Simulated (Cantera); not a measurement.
# Transport properties of process gases

Gas mixture: 100 % NO, at 1.01 bar, frozen composition.

Cantera's kinetic-theory transport with the Lennard-Jones parameters of GRI-Mech 3.0, ideal gas; thermal conductivity in the mixture-averaged form. The composition is frozen, though it would react at the higher temperatures.

| T (K) | ρ (kg/m³) | cp (J/kg/K) | μ (µPa s) | λ (mW/m/K) | Pr | D (cm²/s) H₂O | D (cm²/s) C₂H₂ | D (cm²/s) H |
|---|---|---|---|---|---|---|---|---|
| 400 | 0.914 | 998.6 | 23.1 | 32.4 | 0.712 | 0.391 | 0.276 | 2.03 |
| 500 | 0.731 | 1016 | 27.0 | 38.8 | 0.708 | 0.594 | 0.409 | 2.99 |
| 600 | 0.609 | 1041 | 30.6 | 45.1 | 0.706 | 0.831 | 0.561 | 4.09 |
| 700 | 0.522 | 1067 | 34.0 | 51.3 | 0.707 | 1.10 | 0.731 | 5.31 |
| 800 | 0.457 | 1092 | 37.1 | 57.3 | 0.708 | 1.39 | 0.918 | 6.66 |
| 900 | 0.406 | 1114 | 40.1 | 63.0 | 0.708 | 1.71 | 1.12 | 8.12 |
| 1000 | 0.366 | 1133 | 42.9 | 68.6 | 0.709 | 2.06 | 1.34 | 9.68 |
| 1100 | 0.332 | 1147 | 45.7 | 74.1 | 0.707 | 2.43 | 1.57 | 11.4 |
| 1200 | 0.305 | 1159 | 48.4 | 79.3 | 0.707 | 2.82 | 1.82 | 13.1 |
D: mixture-averaged diffusion coefficient of that species in the mixture.
